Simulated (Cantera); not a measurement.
# Premixed flame

A freely propagating, adiabatic, planar premixed flame of CH4 : C2H6 : C3H8 : O2 : N2 = 1 : 0.31 : 0.5 : 4.3 : 16.2 (molar parts), equivalence ratio 1.3, unburnt at 575 K and 26000 Pa; multicomponent transport, grid criteria slope 0.08 and curve 0.16, no radiation.

Cantera simulation using GRI-Mech 3.0 (53 species, 325 reactions); the numbers are that mechanism's predictions, not measurements. GRI-Mech 3.0 was tuned for natural gas; its chemistry of propane as a main component is partial and can be far from experiment. Burning velocities carry a grid error of a few per cent, more on coarse grids.

| z (mm) | T (K) | u (m/s) | x CH4 | x C2H6 | x C3H8 | x HO2 | x CH2CO | x H2O |
|---|---|---|---|---|---|---|---|---|
| -3.15 | 575 | 1.42 | 0.0447 | 0.0139 | 0.0224 | 1.42e-7 | <1e-8 | 2.78e-5 |
| -2.10 | 577 | 1.42 | 0.0445 | 0.0138 | 0.0223 | 2.10e-6 | 9.36e-8 | 0.000315 |
| -1.57 | 584 | 1.45 | 0.0441 | 0.0137 | 0.0222 | 1.03e-5 | 8.29e-7 | 0.00141 |
| -1.05 | 644 | 1.62 | 0.0423 | 0.0135 | 0.0217 | 4.43e-5 | 1.44e-5 | 0.00838 |
| -0.524 | 1050 | 2.73 | 0.0320 | 0.0108 | 0.0144 | 9.94e-5 | 0.000343 | 0.0476 |
| -0.262 | 1452 | 3.90 | 0.0197 | 0.00455 | 0.00382 | 0.000188 | 0.000946 | 0.0867 |
| 0 | 1813 | 4.96 | 0.00650 | 0.000311 | 8.28e-5 | 8.99e-5 | 0.000734 | 0.124 |
| 0.262 | 1991 | 5.47 | 0.000988 | 2.78e-6 | 9.63e-8 | 1.18e-5 | 0.000150 | 0.145 |
| 0.524 | 2043 | 5.61 | 9.21e-5 | 1.15e-8 | <1e-8 | 1.57e-6 | 1.45e-5 | 0.152 |
| 1.05 | 2065 | 5.64 | 6.19e-7 | <1e-8 | <1e-8 | 5.05e-7 | 1.03e-7 | 0.152 |
| 2.10 | 2079 | 5.67 | <1e-8 | <1e-8 | <1e-8 | 3.98e-7 | <1e-8 | 0.151 |
| 4.19 | 2097 | 5.70 | <1e-8 | <1e-8 | <1e-8 | 3.57e-7 | <1e-8 | 0.151 |
| 8.39 | 2123 | 5.77 | <1e-8 | <1e-8 | <1e-8 | 3.07e-7 | <1e-8 | 0.153 |
x: mole fraction of selected species; z is measured from the peak of heat release.

- laminar burning velocity: 141 cm/s
- thermal thickness: 1.05 mm
- peak x(HO2): 0.000190
- peak x(CH2CO): 0.00103
- grid points: 152
